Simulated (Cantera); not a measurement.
**Silicon etching in halogen gases: Si + HBr + N2**

Charge: 1 mol Si, 18 mol HBr, a varied amount of N2, held at 2.10 Pa.

Cantera equilibrium calculation (NASA polynomials, part measured and part estimated; ideal gas, pure solids and liquids). Candidate condensed phases: Br2, Si, Si3N4; 28 gas species. N2 is the only nitrogen source here; it is nearly inert below about 1500 K, so the nitride shown seldom forms there in practice. The tables' values for SiBr3 are old estimates. The numbers say what is thermodynamically allowed, not how fast it happens.

Question: Map the stable condensed phases over T = 775, 875, 975, 1075, 1175, 1275, 1375, 1475, 1575, 1675 K and n(N2) in mol = 2.8, 3.7, 5.1, 6.9, 9.3, 13, 17, 23, 32, 43, 59, 79.

Answer: 
```
T in K \ n(N2) in mol
         2.8 3.7 5.1 6.9 9.3  13  17  23  32  43  59  79
   1675    A   A   A   A   A   A   A   A   A   A   A   A
   1575    A   A   A   A   A   A   A   A   A   A   A   A
   1475    A   A   A   A   A   A   A   A   A   A   A   A
   1375    A   A   A   A   A   A   A   A   A   A   A   A
   1275    A   A   A   A   A   A   A   A   A   A   A   A
   1175    A   A   A   A   A   A   A   A   A   A   A   A
   1075    A   A   A   A   B   B   B   B   B   B   B   B
    975    A   A   B   B   B   B   B   B   B   B   B   B
    875    A   A   B   B   B   B   B   B   B   B   B   B
    775    A   A   A   B   B   B   B   B   B   B   B   B
```
A: gas only; B: Si3N4.
